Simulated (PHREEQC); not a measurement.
Dissolve 0.026 mol/kgw HCl and 0.01 mol/kgw Al2(SO4)3 at 25 °C. Closed to the air; pH follows from the charge balance.

Computed with PHREEQC (ion-association model, wateq4f.dat).

No solid was allowed to form.

**Question.** Estimate the pH.

**Answer.** pH 1.78.

**Question.** In which forms is S present?

**Answer.** AlSO4+ 45 %, SO4-2 25 %, HSO4- 21 %, Al(SO4)2- 8.9 % of the S.

Complexes and solids missing from the database can't appear.
